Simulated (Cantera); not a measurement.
Input (Python, Cantera):

```python
import numpy as np
import cantera as ct

gas = ct.Solution("gri30.yaml")


def delay(T, t_max=10):
    gas.TPX = T, 140000, {'CH4': 1, 'C2H6': 0.15, 'O2': 1.58, 'N2': 9.94, 'H2O': 2.8}
    reactor = ct.IdealGasConstPressureReactor(gas, clone=False)
    net = ct.ReactorNet([reactor])
    net.rtol, net.atol = 1e-8, 1e-16
    while net.time < t_max:
        t_old, T_old = net.time, reactor.T
        net.step()
        if reactor.T > T + 400:  # ignition: a rise of 400 K
            return t_old + (T + 400 - T_old) / (reactor.T - T_old) * (net.time - t_old)
    return np.nan


taus = []
for T in [1300, 1400, 1500, 1600, 1700, 1800, 1900, 2000]:
    taus.append(delay(T))
    print(f"T0 = {T:6g} K   tau = {taus[-1]:.4e} s")
```

It prints:

```
T0 =   1300 K   tau = 2.8154e-03 s
T0 =   1400 K   tau = 1.1816e-03 s
T0 =   1500 K   tau = 4.7801e-04 s
T0 =   1600 K   tau = 2.0124e-04 s
T0 =   1700 K   tau = 9.3904e-05 s
T0 =   1800 K   tau = 4.9816e-05 s
T0 =   1900 K   tau = 2.9901e-05 s
T0 =   2000 K   tau = 1.9954e-05 s
```

Detailed kinetics in Cantera: GRI-Mech 3.0 (53 species, 325 reactions).
